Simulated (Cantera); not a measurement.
Feed: 1 mol C3H6, 1.6 mol O2, 1.2 mol H2, 5.2 mol H2O, equilibrated at 973.15 K and 0.130 bar.

Method: chemical equilibrium by Gibbs-energy minimisation in Cantera with the NASA 1993 tables (ideal gas, pure condensed phases). Candidate condensed phases: C, C6H6, C7H8, C8H18, H2O; 110 gas species. Kinetics and transport are ignored.

Base state: H2 0.450, H2O 0.309, CO2 0.127, CO 0.115, CH4 4.55e-5 (mole fractions); condensed: gas only.

Question: What changes in the equilibrium state with this change: temperature from 973.15 K to 2873.15 K?

Answer: 
```csv
species,before,after
H2,0.450,0.283
H2O,0.309,0.281
CO,0.115,0.186
H,2.02e-9,0.155
CO2,0.127,0.0260
OH,<1e-9,0.0463
O,<1e-9,0.0158
O2,<1e-9,0.00627
CH4,4.55e-5,<1e-9
```

Question: What changes in the equilibrium state with this change: temperature from 973.15 K to 1248 K?

Answer: 
```tsv
species	before	after
H2	0.450	0.408
H2O	0.309	0.350
CO	0.115	0.156
CO2	0.127	0.0858
CH4	4.55e-5	8.81e-8
```
